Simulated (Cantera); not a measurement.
**V + NH3 + N2 (tantalum, niobium, vanadium and zirconium in process gases)**

Feed: 1 mol V, 1.1 mol NH3, 1.6 mol N2, held at 1773 K.

Method: chemical equilibrium by Gibbs-energy minimisation in Cantera with the NASA 1993 tables (ideal gas, pure condensed phases). Candidate condensed phases: V, VN; 11 gas species. VN: taken at fixed stoichiometry. Condensed phases not in the tables: V2N, N, O or C dissolved in the metal. Rates play no part.

```tsv
P (Pa)	x N2	x H2	x H	x V	x NH3	x VN	n V(s)	n VN(s)
0.100	0.495	0.302	0.156	0.0472	3.60e-12	5.22e-8	0.795	0
0.600	0.541	0.379	0.0715	0.00787	3.19e-11	2.23e-8	0.969	0
3.60	0.556	0.412	0.0304	0.00131	2.19e-10	9.22e-9	0.995	0
22	0.497	0.490	0.0134	0.000184	1.64e-9	3.02e-9	0	0.999
130	0.499	0.496	0.00556	1.28e-5	9.90e-9	5.12e-10	0	1.000
770	0.499	0.498	0.00229	8.87e-7	5.91e-8	8.64e-11	0	1.000
4600	0.500	0.499	0.000937	6.07e-8	3.55e-7	1.45e-11	0	1.00
28000	0.500	0.500	0.000380	4.04e-9	2.16e-6	2.38e-12	0	1.00
170000	0.500	0.500	0.000154	2.70e-10	1.31e-5	<1e-12	0	1.00
1000000	0.500	0.500	6.36e-5	1.89e-11	7.72e-5	<1e-12	0	1.00
```
x: gas mole fraction; n: condensed amount in mol.

From 1.00e-6 bar to 3.60e-5 bar the condensed part is V(s). From 0.000220 bar to 10.0 bar the condensed part is VN(s).
